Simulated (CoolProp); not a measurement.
Vapour-liquid equilibrium of benzene (1) + o-xylene (2) at 5.46 bar; x and y are mole fractions of (1).

Values from CoolProp's multi-fluid Helmholtz-energy mixture model, Thol 2012 and Zhou 2012; pair parameters Bell 2016.

Q: Give the bubble temperature and the first vapour's composition at x = 0.05, 0.5, 0.65. Is there an azeotrope?

A: x = 0.05: 489.5 K, y = 0.125; x = 0.5: 444.4 K, y = 0.804; x = 0.65: 435.1 K, y = 0.884. No azeotrope shows between x = 0.05 and 0.95.

The pair parameters rest on a limited set of measurements; away from them the model extrapolates. The gap from Raoult's law changes sign with composition, which may be real or a fault of the pair parameters; it wasn't checked against measurements.
